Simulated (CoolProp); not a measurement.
Computed with CoolProp (reference Helmholtz-energy equation of state, Thol 2015).

Q: For 1,2-dichloroethane, give the phase and the cv (kJ/(kg K)), speed of sound (m/s), Joule-Thomson coefficient (K/MPa) at 448 K and 4890 kPa; 467.5 K and 4890 kPa; 493.5 K and 4890 kPa.

A: 
- 448 K and 4890 kPa: liquid; cv 0.993, speed of sound 660, Joule-Thomson coefficient -0.0768
- 467.5 K and 4890 kPa: liquid; cv 1.01, speed of sound 589, Joule-Thomson coefficient 0.0283
- 493.5 K and 4890 kPa: liquid; cv 1.04, speed of sound 492, Joule-Thomson coefficient 0.243
